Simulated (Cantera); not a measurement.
Input: 1 mol Si₂H₆, 19 mol H₂O, 2.2 mol N₂, 1.6 mol CO₂, at 1.00 bar.

Method: chemical equilibrium by Gibbs-energy minimisation in Cantera with the NASA 1993 tables (ideal gas, pure condensed phases). Candidate condensed phases: C, C₆H₆, C₇H₈, C₈H₁₈, H₂O, Si, SiC, SiO₂, Si₂N₂O, Si₃N₄; 151 gas species. The feed counts by its element totals alone. Kinetics and transport are ignored.

Q: At 827 °C, list the 4 most abundant gas species with their mole fractions, and the condensed phases.

A: H₂O 0.600, H₂ 0.253, N₂ 0.0853, CO₂ 0.0435. Condensed: SiO₂(β-quartz).
